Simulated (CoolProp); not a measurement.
A closed Brayton cycle with nitrogen: compressor inlet 328.15 K and 0.83 MPa, high pressure 1.7 MPa, turbine inlet 645 K, compressor efficiency 0.8, turbine efficiency 0.85, recuperator effectiveness 0.8 (on enthalpy, no pinch check). Each further row changes one setting.

Computed with CoolProp (reference Helmholtz-energy equation of state, Span 2000).

```
case                           thermal efficiency (%)  net work (kJ/kg)  compressor to turbine work  compressor exit (K)  turbine exit (K)
-----------------------------  ----------------------  ----------------  --------------------------  -------------------  ----------------
as stated                                  (withheld)              9.25                        0.91                421.3             546.3
turbine inlet 595 K                               0.8             0.911                        0.99                421.3             503.2
compressor inlet 338.15 K                  (withheld)              6.26                  (withheld)                434.1             546.3
high pressure 1.44 MPa                     (withheld)        (withheld)                        0.87           (withheld)             567.6
recuperator effectiveness 0.5                     5.3              9.25                        0.91                421.3             546.3
```

Q: What belongs in the gaps?

A: 
- as stated, thermal efficiency (%): 6.9
- compressor inlet 338.15 K, thermal efficiency (%): 4.8
- compressor inlet 338.15 K, compressor to turbine work: 0.94
- high pressure 1.44 MPa, thermal efficiency (%): 9.0
- high pressure 1.44 MPa, net work (kJ/kg): 10.8
- high pressure 1.44 MPa, compressor exit (K): 398.0
